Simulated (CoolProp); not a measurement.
A single-stage vapour-compression cycle with R141b: evaporating at 270.15 K (dew point), condensing at 329.15 K (bubble point), superheat 5 K, subcooling 5 K, compressor efficiency 0.9, no pressure losses. Each further row changes one setting.

Values from CoolProp's reference Helmholtz-energy equation of state, Lemmon 2006. It is a short technical equation, of lower accuracy than the large ones.

| case | cooling COP | pressure ratio | discharge temperature (K) | refrigerating effect (kJ/kg) | volumetric capacity (kJ/m³) |
|---|---|---|---|---|---|
| as stated | 3.50 | 8.96 | 346.5 | 180 | 229 |
| evaporating temperature 275.15 K | 3.96 | 7.13 | 344.5 | 184 | 288 |
| condensing temperature 324.15 K | 3.90 | 7.71 | 341.3 | 186 | 236 |
| subcooling 10 K | 3.61 | 8.96 | 346.5 | 186 | 236 |
| superheat 15 K | 3.51 | 8.96 | 357.2 | 188 | 229 |
| compressor efficiency 0.8 | 3.11 | 8.96 | 353.9 | 180 | 229 |
